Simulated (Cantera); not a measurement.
Charge: 1 mol Fe₂O₃, 1.7 mol SO₂, 0.73 mol CO₂, held at 625 °C and 0.100 bar.

Method: chemical equilibrium by Gibbs-energy minimisation in Cantera with the NASA 1993 tables (ideal gas, pure condensed phases). Candidate condensed phases: C, Fe, Fe(CO)₅, FeO, FeS, FeSO₄, FeS₂, Fe₂O₃, Fe₂(SO₄)₃, Fe₃O₄, S; 25 gas species. Equilibrium is a limit: real reactors are often held back by kinetics, nucleation or transport.

Base state: SO₂ 0.700, CO₂ 0.300 (mole fractions); condensed: Fe₂O₃(s).

What changes in the equilibrium state with this change: temperature from 625 °C to 1450 °C?


```json
[
 {"species": "SO₂", "before": "0.700", "after": "0.654"},
 {"species": "CO₂", "before": "0.300", "after": "0.281"},
 {"species": "O₂", "before": "<1e-9", "after": "0.0640"},
 {"species": "O", "before": "<1e-9", "after": "4.55e-5"},
 {"species": "SO", "before": "7.39e-8", "after": "6.58e-5"},
 {"species": "Fe₂O₃(s), mol", "before": "1.00", "after": "0"},
 {"species": "Fe₃O₄(s), mol", "before": "0", "after": "0.667"}
]
```
